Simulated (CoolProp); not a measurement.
Vapour-liquid equilibrium of R125 (1) + R245fa (2) at 0.024 MPa; x and y are mole fractions of (1).

The numbers come from the multi-fluid Helmholtz-energy mixture model, Lemmon 2005 and Akasaka 2015; pair parameters Bell 2016 in CoolProp.

```
x     bubble temperature (K)  y at the bubble point  dew temperature at overall composition x (K)  liquid density (mol/L)
----  ----------------------  ---------------------  --------------------------------------------  ----------------------
0.05                   243.1                  0.560                                         256.0                   11.09
0.2                    223.5                  0.898                                         252.9                   11.65
0.35                   214.9                  0.956                                         249.4                   12.04
0.5                    209.7                  0.977                                         245.1                   12.37
0.65                   205.9                  0.988                                         239.6                   12.68
0.8                    202.9                  0.995                                         231.8                   12.97
0.95                   200.4                  0.999                                         216.1                   13.26
```

No azeotrope shows between x = 0.05 and 0.95.

Pair parameters are fitted to limited data, so mixtures are less certain than the pure fluids.
